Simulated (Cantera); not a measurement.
Feed: 1 mol SiH2Cl2, a varied amount of NO, equilibrated at 652 °C and 0.0100 bar.

These are equilibrium values from Cantera (NASA tables, ideal gas, pure condensed phases), not measurements of a reactor. Candidate condensed phases: H2O, NH4Cl, Si, SiO2, Si2N2O, Si3N4; 47 gas species. The tables' values for SiCl3 are old estimates; treat these amounts as uncertain. Kinetics and transport are ignored.

log p: log10 of the partial pressure in bar; n: condensed amount in mol.

| n(NO) (mol) | log p HCl | log p N2 | log p H2 | log p O2 | log p SiCl4 | log p H2O | log p Cl2 | n SiO2(β-quartz) | n Si2N2O(s) |
|---|---|---|---|---|---|---|---|---|---|
| 0.61 | -2.22 | -7.16 | -2.57 | <-14 | -2.87 | -8.96 | -13.21 | (withheld) | 0.305 |
| 0.87 | -2.07 | -3.31 | -3.21 | <-14 | -3.52 | -8.32 | -12.25 | (withheld) | 0.335 |
| 1.3 | -2.12 | -2.73 | -3.42 | <-14 | -3.72 | -8.33 | -12.15 | (withheld) | 0.203 |
| 1.8 | -2.19 | -2.52 | -3.55 | <-14 | -3.85 | -8.39 | -12.15 | (withheld) | 0.0402 |
| 2.6 | -2.34 | -2.43 | -12.74 | -3.24 | <-14 | -3.26 | -3.26 | 1.00 | 0 |
| 3.7 | -2.48 | -2.39 | -13.00 | -2.80 | <-14 | -3.29 | -3.29 | 1.00 | 0 |
| 5.3 | -2.62 | -2.37 | -13.18 | -2.61 | <-14 | -3.38 | -3.38 | 1.00 | 0 |

### Question
Complete the blanks.

### Answer

- 0.61, n SiO2(β-quartz): 0.153
- 0.87, n SiO2(β-quartz): 0.267
- 1.3, n SiO2(β-quartz): 0.549
- 1.8, n SiO2(β-quartz): 0.880
